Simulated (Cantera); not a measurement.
**Low-pressure radical oxidation in H2/O2**

A perfectly stirred reactor is fed with 24.2 % H2, 75.8 % O2, equivalence ratio 0.16, at 0.00454 atm; it is held at 1373 K, and followed from long to short residence time.

Computed with Cantera and GRI-Mech 3.0 (53 species, 325 reactions). Radical loss at walls, strong at low pressure, is not modelled. The temperature is held fixed by assumption; the heat of reaction is taken as removed at once.

| τ (s) | x H2 | x O2 | x H | x H2O | x O | x OH |
|---|---|---|---|---|---|---|
| 4.8 | 0.00130 | 0.715 | 0.00155 | 0.269 | 0.00687 | 0.00598 |
| 1.6 | 0.00260 | 0.708 | 0.00449 | 0.263 | 0.0139 | 0.00844 |
| 0.53 | 0.00497 | 0.693 | 0.0123 | 0.251 | 0.0273 | 0.0116 |
| 0.17 | 0.00860 | 0.668 | 0.0297 | 0.230 | 0.0492 | 0.0149 |
| 0.058 | 0.0121 | 0.641 | 0.0521 | 0.206 | 0.0717 | 0.0172 |
| 0.019 | 0.0151 | 0.624 | 0.0690 | 0.188 | 0.0857 | 0.0185 |
| 0.0064 | 0.0196 | 0.620 | 0.0765 | 0.176 | 0.0879 | 0.0195 |
| 0.0021 | 0.0308 | 0.627 | 0.0784 | 0.162 | 0.0801 | 0.0210 |
| 0.00070 | 0.0599 | 0.648 | 0.0723 | 0.135 | 0.0619 | 0.0223 |
x: mole fraction; the columns are a selection and need not sum to one.
